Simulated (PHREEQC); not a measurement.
Consider water at 20 °C with 0.00014 mol PbCl2 per kg of water. Closed to the air; pH follows from the charge balance.

Computed with PHREEQC (ion-association model, phreeqc.dat).

Precipitation was switched off in this run.

**Question.** Predict the pH.

**Answer.** pH 5.80.

**Question.** In which forms is Pb present?

**Answer.** Pb+2 98 %, PbOH+ 1.1 %, PbCl+ 0.9 % of the Pb.
